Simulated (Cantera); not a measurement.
Charge: 1 mol MgSO4, 0.98 mol CO2, 0.00021 mol CH4, held at 548 Torr.

Equilibrium computed with Cantera from the NASA thermochemical tables; the gas is ideal and each condensed phase is pure. Candidate condensed phases: C, C6H6, C7H8, C8H18, H2O, H2SO4, Mg, MgCO3, MgO, Mg(OH)2, MgS, MgSO4, S; 130 gas species. Mutual solubility and eutectic melting of coexisting phases are not modelled. Rates play no part.

Q: At 925 °C, list the 4 most abundant gas species with their mole fractions, and the condensed phases.

A: CO2 0.926, SO2 0.0481, O2 0.0237, SO3 0.00165. Condensed: MgO(s) + MgSO4(s).
